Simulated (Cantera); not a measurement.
Predominance diagram of Ba at 1400 K against the partial pressures of O2 and F2 (log10, bar). Source: NASA polynomial tables (part measured, part estimated), evaluated in Cantera. Candidates: Ba(l), BaF2(s), BaO(s). Only these pure phases compete in this equilibrium. Not in the tables: the peroxide, oxide halides.

Question: Which phase is stable at these pairs, and which metal-bearing vapour leads over it? (-10.7, -7.2); (-17.1, -24.2); (-17.1, -26.6); (-23.5, -9.7); (0, -2.4); (-21.3, -26.6); (-23.5, -29)

Answer: 
```csv
log p(O2),log p(F2),phase,chief vapour,log p (bar)
-10.7,-7.2,BaF2(s),BaF2,-5.4
-17.1,-24.2,BaF2(s),BaF2,-5.4
-17.1,-26.6,BaF2(s),BaF2,-5.4
-23.5,-9.7,BaF2(s),BaF2,-5.4
0,-2.4,BaF2(s),BaF2,-5.4
-21.3,-26.6,BaF2(s),BaF2,-5.4
-23.5,-29,BaF2(s),BaF2,-5.4
```
